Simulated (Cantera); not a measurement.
Charge: 1 mol Al2O3, 0.26 mol H2O, held at 848 K and 10.0 mbar.

Method: chemical equilibrium by Gibbs-energy minimisation in Cantera with the NASA 1993 tables (ideal gas, pure condensed phases). Candidate condensed phases: Al, Al2O3, H2O; 19 gas species. Equilibrium is a limit: real reactors are often held back by kinetics, nucleation or transport.

Base state: H2O 1.00 (mole fractions); condensed: Al2O3(s).

**Question.** What changes in the equilibrium state with this change: temperature from 848 K to 2448.15 K?

**Answer.** 
| species | before | after |
|---|---|---|
| H2O | 1.00 | 0.649 |
| H2 | 3.30e-8 | 0.130 |
| H | <1e-9 | 0.0719 |
| OH | <1e-9 | 0.0699 |
| O | <1e-9 | 0.0256 |
| O2 | 1.64e-8 | 0.0527 |
| AlO2H | <1e-9 | 0.000370 |
| AlO | <1e-9 | 2.70e-5 |
| AlOH | <1e-9 | 1.94e-5 |
| Al2O3(s), mol | 1.00 | 0 |
| Al2O3(l), mol | 0 | 1.000 |
The tables' values for AlOH are old estimates; treat these amounts as uncertain.
